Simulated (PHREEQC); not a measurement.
A solution holds 0.019 mol H2SO4, 4.4e-05 mol ZnSO4 and 0.0086 mol MnSO4 per kg of water, at 25 °C and 500 atm. Closed to the air; pH follows from the charge balance.

Model: ion-association model, phreeqc.dat, run in PHREEQC.

**Question.** The ionic strength comes out as 0.0619 mol/kgw. What activity coefficients do Zn(SO4)2-2, SO4-2, Mn+2, Zn+2, H+ get?

**Answer.** Zn(SO4)2-2 0.44, SO4-2 0.44, Mn+2 0.46, Zn+2 0.44, H+ 0.85.

No solid was allowed to form. Under pressure, the constants of complexes without a molar volume in the database are unreliable.
